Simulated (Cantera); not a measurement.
A Cantera script and what it prints.

```python
import numpy as np
import cantera as ct

gas_names = """
    AL ALCL ALCL2 ALCL3 ALH ALO ALOCL ALOH ALO2 ALO2H AL2 AL2CL6 AL2O AL2O2 CL CLO CL2 H HALO HCL HOCL
    HO2 H2 H2O H2O2 O OH O2 O3
""".split()
cond_names = """
    AL(cr) AL(L) ALCL3(s) ALCL3(L) AL2O3(a) AL2O3(L) H2O(s) H2O(L)
""".split()


# ... load() reads the species with a 1 bar reference pressure and builds the phases ...
atoms = {
    'Al2O3': {'AL': 2, 'O': 3},
    'Cl2': {'CL': 2},
    'H2': {'H': 2},
    'H2O': {'H': 2, 'O': 1},
}
top_T = {}  # K; cautious upper limits of use, not melting points


# ... equilibrate(T, P, feed) seeds the gas with the atoms and calls Mixture.equilibrate('TP', solver="vcs", rtol=1e-11, max_steps=5000) ...
results = []
T = 823  # K
P = 180000  # Pa
for m in [0.019, 0.039, 0.082, 0.17, 0.36, 0.75, 1.6]:
    feed = {'Al2O3': 1, 'Cl2': m, 'H2': 0.054, 'H2O': 0.6}  # mol
    mix = equilibrate(T, P, feed)
    results.append((T, P, feed, dict(zip(mix.species_names, mix.species_moles))))
    x = sorted(zip(gas.X, gas.species_names), reverse=True)
    print(f"T = {T:g} K  P = {P:g} Pa  n(Cl2) = {m:g} mol  gas = {mix.phase_moles(0):.4g} mol")
    print("   x: " + "  ".join(f"{s} {v:.3e}" for v, s in x if v > 0.0001))
    print("   condensed (mol): " + ("  ".join(f"{mix.phase(i).name} {mix.phase_moles(i):.4g}"
          for i in range(1, mix.n_phases) if mix.phase_moles(i) > 1e-12) or "none"))
```

Output:

```
T = 823 K  P = 180000 Pa  n(Cl2) = 0.019 mol  gas = 0.673 mol
   x: H2O 8.915e-01  HCL 5.646e-02  H2 5.201e-02
   condensed (mol): AL2O3(a) 1
T = 823 K  P = 180000 Pa  n(Cl2) = 0.039 mol  gas = 0.693 mol
   x: H2O 8.658e-01  HCL 1.126e-01  H2 2.165e-02
   condensed (mol): AL2O3(a) 1
T = 823 K  P = 180000 Pa  n(Cl2) = 0.082 mol  gas = 0.7456 mol
   x: H2O 7.789e-01  HCL 1.965e-01  O2 1.291e-02  CL2 1.173e-02
   condensed (mol): AL2O3(a) 1
T = 823 K  P = 180000 Pa  n(Cl2) = 0.17 mol  gas = 0.8584 mol
   x: H2O 6.189e-01  HCL 2.859e-01  CL2 5.507e-02  O2 4.003e-02
   condensed (mol): AL2O3(a) 1
T = 823 K  P = 180000 Pa  n(Cl2) = 0.36 mol  gas = 1.083 mol
   x: H2O 4.265e-01  HCL 3.546e-01  CL2 1.551e-01  O2 6.372e-02
   condensed (mol): AL2O3(a) 1
T = 823 K  P = 180000 Pa  n(Cl2) = 0.75 mol  gas = 1.516 mol
   x: HCL 3.679e-01  CL2 3.106e-01  H2O 2.473e-01  O2 7.417e-02
   condensed (mol): AL2O3(a) 1
T = 823 K  P = 180000 Pa  n(Cl2) = 1.6 mol  gas = 2.42 mol
   x: CL2 5.016e-01  HCL 3.190e-01  H2O 1.107e-01  O2 6.860e-02
   condensed (mol): AL2O3(a) 1
```

Cantera equilibrium calculation (NASA polynomials, part measured and part estimated; ideal gas, pure solids and liquids). Condensed phases not in the tables: AlOCl.
